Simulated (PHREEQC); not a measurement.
Consider water at 40 °C with 0.0037 mol ZnSO4, 0.00012 mol KCl and 0.016 mol H2SO4 per kg of water. Closed to the air; pH follows from the charge balance.

Computed with PHREEQC (ion-association model, phreeqc.dat).

Each row changes one thing in this solution. Precipitation was switched off in this run.

```csv
case,pH,ionic strength (mol/kgw),HSO4- (mol/kgw),SO4-2 (mol/kgw)
as made,1.74,0.0360,0.0110,0.00741
0.0051 mol/kgw Na2SO4 added,1.79,0.0464,0.0129,0.0102
ZnSO4 from 0.0037 to 0.00185 mol/kgw,1.73,0.0321,0.0105,0.00673
KCl from 0.00012 to 1.2e-05 mol/kgw,1.74,0.0359,0.0110,0.00741
H2SO4 from 0.016 to 0.024 mol/kgw,1.59,0.0467,0.0176,0.00877
KCl replaced by FeCl3 at the same molality,1.74,0.0361,0.0109,0.00736
ZnSO4 left out,1.72,0.0282,0.00996,0.00604
temperature from 40 to 90 °C,1.84,0.0287,0.0154,0.00343
0.00019 mol/kgw KOH added,1.74,0.0360,0.0109,0.00744
```

Some of these states are supersaturated (in Hematite (slow to form), Goethite (slow to form), for instance). Constants without temperature data keep their 25 °C values here.
